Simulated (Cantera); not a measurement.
Input (Python, Cantera) and output of one run.

```python
import numpy as np
import cantera as ct

gas_names = """
    C CH CH2 CH3 CH4 C2 C2H C2H2,acetylene C2H2,vinylidene C2H3,vinyl C2H4 C2H5 C2H6 C3 C3H3,propargyl
    C3H4,allene C3H4,propyne C3H4,cyclo- C3H5,allyl C3H6,propylene C3H6,cyclo- C3H7,n-propyl
    C3H7,i-propyl C3H8 C4 C4H2 C4H4,1,3-cyclo- C4H6,butadiene C4H6,2-butyne C4H6,cyclo- C4H8,1-butene
    C4H8,cis2-buten C4H8,tr2-butene C4H8,isobutene C4H8,cyclo- C4H9,n-butyl C4H9,i-butyl C4H9,s-butyl
    C4H9,t-butyl C4H10,isobutane C4H10,n-butane C5 C5H6,1,3cyclo- C5H8,cyclo- C5H10,1-pentene
    C5H10,cyclo- C5H11,pentyl C5H11,t-pentyl C5H12,n-pentane C5H12,i-pentane CH3C(CH3)2CH3 C6H2
    C6H5,phenyl C6H6 C6H10,cyclo- C6H12,1-hexene C6H12,cyclo- C6H13,n-hexyl C7H7,benzyl C7H8
    C7H14,1-heptene C7H15,n-heptyl C7H16,n-heptane C8H8,styrene C8H10,ethylbenz C8H16,1-octene
    C8H17,n-octyl C8H18,isooctane C8H18,n-octane C9H19,n-nonyl C10H8,naphthale C10H21,n-decyl
    C12H9,o-bipheny C12H10,bipheny H H2 Ti
""".split()
cond_names = """
    C(gr) C6H6(L) C7H8(L) C8H18(L),n-octa Ti(a) Ti(b) Ti(L) TiC(s) TiC(L)
""".split()


def load(file, names, dense=False):
    # The tables refer to 1 bar. Condensed volumes are neglected.
    table = {s.name: s for s in ct.Species.list_from_file(file)}
    out = []
    for n in names:
        d = dict(table[n].input_data)
        d["thermo"] = dict(d["thermo"], **{"reference-pressure": 1e5})
        if dense:
            d["equation-of-state"] = {"model": "constant-volume", "density": "1e6 g/cm^3"}
        out.append(ct.Species.from_dict(d))
    return out


gas = ct.Solution(thermo="ideal-gas", species=load("nasa_gas.yaml", gas_names))
cond = {s.name: ct.Solution(thermo="fixed-stoichiometry", species=[s], name=s.name)
        for s in load("nasa_condensed.yaml", cond_names, dense=True)}
atoms = {
    'TiC': {'Ti': 1, 'C': 1},
    'C': {'C': 1},
    'H2': {'H': 2},
}
top_T = {'C(gr)': 4500}  # K; cautious upper limits of use, not melting points


def equilibrate(T, P, feed):
    n = {}
    for name, mol in feed.items():
        for a, k in atoms[name].items():
            n[a] = n.get(a, 0.0) + k * mol
    gas.TPX = T, P, n
    mass = sum(n.values()) * gas.mean_molecular_weight
    gas.equilibrate("TP")
    valid = [c for c in cond.values() if c.min_temp <= T <= top_T.get(c.name, c.max_temp)]
    mix = ct.Mixture([(gas, mass / gas.mean_molecular_weight)] + [(c, 0.0) for c in valid])
    mix.T, mix.P = T, P
    mix.equilibrate("TP", solver="vcs", rtol=1e-11, max_steps=5000)
    return mix


results = []
feed = {'TiC': 1, 'C': 0.35, 'H2': 0.036}  # mol
T = 2023.15  # K
P = 9.6  # Pa
mix = equilibrate(T, P, feed)
results.append((T, P, feed, dict(zip(mix.species_names, mix.species_moles))))
print(gas.report(threshold=1e-05))
for i in range(1, mix.n_phases):
    print(f"{mix.phase(i).name:16s} {mix.phase_moles(i):12.5e} mol")
```

It prints:

```
       temperature   2023.2 K
          pressure   9.6 Pa
           density   1.0597e-06 kg/m^3
  mean mol. weight   1.8569 kg/kmol
   phase of matter   gas

                          1 kg             1 kmol
                     ---------------   ---------------
          enthalpy        4.8049e+07        8.9223e+07  J
   internal energy         3.899e+07        7.2402e+07  J
           entropy        1.4204e+05        2.6375e+05  J/K
    Gibbs function       -2.3931e+08       -4.4438e+08  J
 heat capacity c_p             17197             31933  J/K
 heat capacity c_v             12719             23619  J/K

                      mass frac. Y      mole frac. X     chem. pot. / RT
                     ---------------   ---------------   ---------------
    C2H2,acetylene          0.010321        0.00073608           -34.543
                 H           0.09556           0.17604           -14.481
                H2           0.89373           0.82321           -28.963
                Ti        0.00031887         1.237e-05           -16.939
     [  +73 minor]        6.6519e-05        4.7966e-06

C(gr)             3.49942e-01 mol
Ti(L)             0.00000e+00 mol
TiC(s)            1.00000e+00 mol
```

Equilibrium computed with Cantera from the NASA thermochemical tables; the gas is ideal and each condensed phase is pure. TiC: taken at fixed stoichiometry.
